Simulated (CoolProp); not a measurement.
Vapour-liquid equilibrium of benzene (1) + toluene (2) at 0.00591 MPa; x and y are mole fractions of (1).

The numbers come from the multi-fluid Helmholtz-energy mixture model, Thol 2012 and Lemmon 2006; pair parameters Bell 2016 in CoolProp.

```
x      bubble temperature, mixture model (°C)  bubble temperature, Raoult's law (°C)  y, mixture model  y, Raoult's law
-----  --------------------------------------  -------------------------------------  ----------------  ---------------
0.05                                     31.7                                   31.7             0.143            0.145
0.125                                    28.8                                   28.8             0.315            0.319
0.2                                      26.3                                   26.2             0.450            0.454
0.275                                    24.0                                   23.9             0.558            0.561
0.35                                     21.9                                   21.8             0.645            0.647
0.425                                    20.0                                   19.9             0.717            0.718
0.5                                      18.2                                   18.2             0.776            0.776
0.575                                    16.6                                   16.6             0.826            0.826
0.65                                     15.1                                   15.1             0.868            0.868
0.725                                    13.8                                   13.8             0.904            0.904
0.8                                      12.5                                   12.5             0.935            0.935
0.875                                    11.3                                   11.3             0.962            0.962
0.95                                     10.2                                   10.2             0.986            0.986
```

The largest gap from Raoult's law is +0.1 K in bubble temperature, at x = 0.2. No azeotrope shows between x = 0.05 and 0.95.

The pair parameters rest on a limited set of measurements; away from them the model extrapolates.
